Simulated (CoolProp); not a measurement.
Saturated liquid density (kg/m³) of CHF3 (R23): the reference equation beside estimates from Tc = 26.1 °C, pc = 48.32 bar, ω = 0.263. Rackett uses Z = 0.29056 − 0.08775 ω.

Values from CoolProp's reference Helmholtz-energy equation of state, Penoncello 2003.

```json
[
 {"T (°C)": "-61.95", "reference": "1366", "Rackett": "___", "van der Waals": "___", "Redlich-Kwong": "1118", "Soave-Redlich-Kwong": "1166", "Peng-Robinson": "1320"},
 {"T (°C)": "-51.25", "reference": "1321", "Rackett": "1245", "van der Waals": "746.8", "Redlich-Kwong": "1073", "Soave-Redlich-Kwong": "1122", "Peng-Robinson": "1272"},
 {"T (°C)": "-40.55", "reference": "1272", "Rackett": "1199", "van der Waals": "719.4", "Redlich-Kwong": "1024", "Soave-Redlich-Kwong": "___", "Peng-Robinson": "1219"},
 {"T (°C)": "-29.85", "reference": "___", "Rackett": "1150", "van der Waals": "689.5", "Redlich-Kwong": "970.0", "Soave-Redlich-Kwong": "1020", "Peng-Robinson": "1158"},
 {"T (°C)": "-19.15", "reference": "1162", "Rackett": "1096", "van der Waals": "656.4", "Redlich-Kwong": "910.4", "Soave-Redlich-Kwong": "959.3", "Peng-Robinson": "1089"},
 {"T (°C)": "-8.55", "reference": "1096", "Rackett": "1036", "van der Waals": "___", "Redlich-Kwong": "843.7", "Soave-Redlich-Kwong": "889.6", "Peng-Robinson": "1009"},
 {"T (°C)": "2.15", "reference": "1018", "Rackett": "965.0", "van der Waals": "575.4", "Redlich-Kwong": "765.5", "Soave-Redlich-Kwong": "___", "Peng-Robinson": "911.3"},
 {"T (°C)": "12.85", "reference": "916.1", "Rackett": "___", "van der Waals": "520.1", "Redlich-Kwong": "668.4", "Soave-Redlich-Kwong": "699.6", "Peng-Robinson": "786.3"}
]
```

Problem. Complete the blanks.

Solution. 
- -61.95, Rackett: 1288
- -61.95, van der Waals: 772.1
- -40.55, Soave-Redlich-Kwong: 1074
- -29.85, reference: 1220
- -8.55, van der Waals: 619.3
- 2.15, Soave-Redlich-Kwong: 805.9
- 12.85, Rackett: 873.6

Absolute difference from the reference over all 8 rows, mean and median: Rackett 5.5 and 5.7 %, van der Waals 43.4 and 43.5 %, Redlich-Kwong 21.7 and 21.1 %, Soave-Redlich-Kwong 17.8 and 16.9 %, Peng-Robinson 6.9 and 5.7 %.
